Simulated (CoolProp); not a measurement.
The fluid at 942.82 K and 9 MPa flows at 5.5 m/s in a round tube of 2 mm bore and 1.5 µm roughness, fully developed (64/Re and Nu = 3.66 if laminar; Colebrook and Gnielinski if turbulent). The same conditions are run with several fluids, on thermodynamics alone (safety and materials aside).

Computed with CoolProp (reference Helmholtz-energy equation of state of each fluid (oxygen: Schmidt 1985; carbon dioxide: Span 1996; nitrogen: Span 2000; normal hydrogen: Leachman 2009; dry air: Lemmon 2000)). Blends and air are pseudo-pure fits.

| fluid | Reynolds number | Darcy friction factor | pressure drop (Pa/m) | heat-transfer coefficient (W/(m² K)) | mass flow (kg/h) |
|---|---|---|---|---|---|
| oxygen | 8200 | 0.0336 | 9120 | 924 | 2.23 |
| carbon dioxide | (withheld) | (withheld) | 11200 | 1380 | 3.09 |
| nitrogen | 8500 | 0.0333 | (withheld) | 863 | 1.94 |
| normal hydrogen | 1260 | 0.0509 | 874 | 811 | 0.141 |
| dry air | 8430 | 0.0334 | (withheld) | 880 | 2.01 |

**Question.** Complete the blanks.

**Answer.** 
- carbon dioxide, Reynolds number: 13600
- carbon dioxide, Darcy friction factor: 0.0298
- nitrogen, pressure drop (Pa/m): 7840
- dry air, pressure drop (Pa/m): 8150

Above 300 K oxygen's equation is extrapolated.

Transport values come from each fluid's own correlations.
